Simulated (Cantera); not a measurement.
A closed system holds: 1 mol C₂H₆, 0.073 mol H₂O, at 1348.15 K and 11.0 mbar.

Cantera equilibrium calculation (NASA polynomials, part measured and part estimated; ideal gas, pure solids and liquids). Candidate condensed phases: C, C₆H₆, C₇H₈, C₈H₁₈, H₂O; 110 gas species. Equilibrium is a limit: real reactors are often held back by kinetics, nucleation or transport.

Base state: H₂ 0.977, CO 0.0232, CH₄ 6.12e-5, H 2.18e-5 (mole fractions); condensed: C(graphite).

Q: What changes in the equilibrium state with this change: temperature from 1348.15 K to 1923.15 K?

A: 
```
species            before     after
----------------  -------  --------
H₂                  0.977     0.968
CO                 0.0232    0.0231
H                 2.18e-5   0.00885
C₂H₂ (acetylene)  1.18e-6  0.000437
CH₄               6.12e-5   5.41e-6
C(graphite), mol     1.93      1.92
```
